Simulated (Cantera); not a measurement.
What does this Cantera script print?

```python
import numpy as np
import cantera as ct

gas_names = """
    O2 CO2 ZrO2 TiO NbO2 H2 H2O
""".split()
cond_names = """
    Ti(a) Ti(b) Ti(L) Ti3O5(a) Ti3O5(b) Ti3O5(L) C(gr) Zr(a) Zr(b) Zr(L) Li(cr) Li(L) Li2O(s) Li2O(L)
    Nb(cr) Nb(L)
""".split()


# ... load() reads the species with a 1 bar reference pressure and builds the phases ...
species = {s.name: s for s in load("nasa_gas.yaml", gas_names) + load("nasa_condensed.yaml", cond_names)}
# Each term lists the table entries of one substance; the one whose range holds T is used.
reactions = {
    '1.2 Ti + O2(g) = 0.4 Ti3O5':
        [(-1.2, ['Ti(a)', 'Ti(b)', 'Ti(L)']), (-1, ['O2']), (0.4, ['Ti3O5(a)', 'Ti3O5(b)', 'Ti3O5(L)'])],
    'C + O2(g) = CO2(g)':
        [(-1, ['C(gr)']), (-1, ['O2']), (1, ['CO2'])],
    'Zr + O2(g) = ZrO2(g)':
        [(-1, ['Zr(a)', 'Zr(b)', 'Zr(L)']), (-1, ['O2']), (1, ['ZrO2'])],
    '4 Li + O2(g) = 2 Li2O':
        [(-4, ['Li(cr)', 'Li(L)']), (-1, ['O2']), (2, ['Li2O(s)', 'Li2O(L)'])],
    '2 Ti + O2(g) = 2 TiO(g)':
        [(-2, ['Ti(a)', 'Ti(b)', 'Ti(L)']), (-1, ['O2']), (2, ['TiO'])],
    'Nb + O2(g) = NbO2(g)':
        [(-1, ['Nb(cr)', 'Nb(L)']), (-1, ['O2']), (1, ['NbO2'])],
    '2 H2(g) + O2(g) = 2 H2O(g)':
        [(-2, ['H2']), (-1, ['O2']), (2, ['H2O'])],
}


def pick(names, T):
    return next(species[n] for n in names if species[n].thermo.min_temp <= T <= species[n].thermo.max_temp)


results = []
for label, terms in reactions.items():
    print(label)
    print("     T/K   dH/kJ  dS/(J/K)   dG/kJ   log10 K")
    for T in [623, 673, 723, 773, 823, 873, 923, 973, 1023, 1073, 1123]:
        used = [(nu, pick(names, T)) for nu, names in terms]
        dH = sum(nu * s.thermo.h(T) for nu, s in used) / 1e6
        dS = sum(nu * s.thermo.s(T) for nu, s in used) / 1e3
        dG = dH - T * dS / 1e3
        logK = -dG * 1e6 / (ct.gas_constant * T * np.log(10))
        results.append((label, T, dH, dS, dG, logK, [s.name for _, s in used]))
        print(f"{T:8g} {dH:8.1f} {dS:8.1f} {dG:8.1f} {logK:8.2f}")
```

Output:

```
1.2 Ti + O2(g) = 0.4 Ti3O5
     T/K   dH/kJ  dS/(J/K)   dG/kJ   log10 K
     623   -975.4   -171.9   -868.3    72.80
     673   -974.9   -171.1   -859.7    66.73
     723   -974.4   -170.4   -851.2    61.50
     773   -973.9   -169.8   -842.7    56.94
     823   -973.4   -169.2   -834.2    52.95
     873   -973.0   -168.6   -825.8    49.41
     923   -972.5   -168.1   -817.4    46.25
     973   -972.0   -167.6   -809.0    43.43
    1023   -971.5   -167.1   -800.6    40.88
    1073   -971.2   -166.7   -792.3    38.57
    1123   -971.0   -166.6   -783.9    36.46
C + O2(g) = CO2(g)
     T/K   dH/kJ  dS/(J/K)   dG/kJ   log10 K
     623   -393.8      2.2   -395.2    33.14
     673   -393.9      2.1   -395.3    30.68
     723   -394.0      1.9   -395.4    28.57
     773   -394.1      1.8   -395.5    26.73
     823   -394.2      1.7   -395.6    25.11
     873   -394.3      1.5   -395.7    23.67
     923   -394.4      1.4   -395.8    22.40
     973   -394.6      1.3   -395.8    21.25
    1023   -394.7      1.2   -395.9    20.21
    1073   -394.8      1.1   -395.9    19.27
    1123   -394.9      1.0   -396.0    18.42
Zr + O2(g) = ZrO2(g)
     T/K   dH/kJ  dS/(J/K)   dG/kJ   log10 K
     623   -288.3     24.8   -303.8    25.47
     673   -288.6     24.4   -305.0    23.67
     723   -288.9     23.9   -306.2    22.12
     773   -289.3     23.4   -307.4    20.77
     823   -289.6     23.0   -308.5    19.58
     873   -290.0     22.5   -309.7    18.53
     923   -290.5     22.0   -310.8    17.59
     973   -290.9     21.5   -311.9    16.74
    1023   -291.4     21.0   -312.9    15.98
    1073   -291.9     20.6   -314.0    15.28
    1123   -292.5     20.1   -315.0    14.65
4 Li + O2(g) = 2 Li2O
     T/K   dH/kJ  dS/(J/K)   dG/kJ   log10 K
     623  -1213.1   -281.3  -1037.9    87.02
     673  -1213.0   -281.2  -1023.8    79.46
     723  -1212.8   -280.8  -1009.8    72.95
     773  -1212.4   -280.3   -995.7    67.28
     823  -1211.9   -279.6   -981.7    62.31
     873  -1211.2   -278.8   -967.8    57.90
     923  -1210.3   -277.9   -953.9    53.98
     973  -1209.4   -276.8   -940.0    50.46
    1023  -1207.6   -275.9   -925.3    47.25
    1073  -1206.3   -274.7   -911.6    44.38
    1123  -1205.0   -273.5   -897.9    41.76
2 Ti + O2(g) = 2 TiO(g)
     T/K   dH/kJ  dS/(J/K)   dG/kJ   log10 K
     623    103.7    189.0    -14.0     1.17
     673    102.9    187.7    -23.4     1.82
     723    102.0    186.4    -32.8     2.37
     773    101.1    185.2    -42.1     2.84
     823    100.1    183.9    -51.3     3.25
     873     99.0    182.7    -60.5     3.62
     923     97.9    181.5    -69.6     3.94
     973     96.8    180.2    -78.6     4.22
    1023     95.5    179.0    -87.6     4.47
    1073     94.0    177.6    -96.5     4.70
    1123     92.2    175.9   -105.3     4.90
Nb + O2(g) = NbO2(g)
     T/K   dH/kJ  dS/(J/K)   dG/kJ   log10 K
     623   -202.4     25.6   -218.4    18.31
     673   -202.7     25.1   -219.6    17.05
     723   -203.0     24.7   -220.9    15.96
     773   -203.3     24.3   -222.1    15.01
     823   -203.7     23.9   -223.3    14.17
     873   -204.0     23.5   -224.5    13.43
     923   -204.3     23.1   -225.7    12.77
     973   -204.7     22.7   -226.8    12.18
    1023   -205.1     22.4   -227.9    11.64
    1073   -205.4     22.0   -229.1    11.15
    1123   -205.8     21.7   -230.1    10.70
2 H2(g) + O2(g) = 2 H2O(g)
     T/K   dH/kJ  dS/(J/K)   dG/kJ   log10 K
     623   -489.9   -103.2   -425.6    35.69
     673   -490.8   -104.6   -420.4    32.63
     723   -491.6   -105.8   -415.2    29.99
     773   -492.5   -106.9   -409.8    27.69
     823   -493.2   -107.8   -404.5    25.67
     873   -494.0   -108.7   -399.1    23.88
     923   -494.7   -109.5   -393.6    22.27
     973   -495.4   -110.2   -388.1    20.84
    1023   -496.0   -110.9   -382.6    19.53
    1073   -496.6   -111.4   -377.0    18.35
    1123   -497.2   -112.0   -371.4    17.28
```

Standard-state values (1 bar) from the NASA 1993 polynomials, evaluated with Cantera. Condensed species are held in their standard states even where they would react or evaporate.
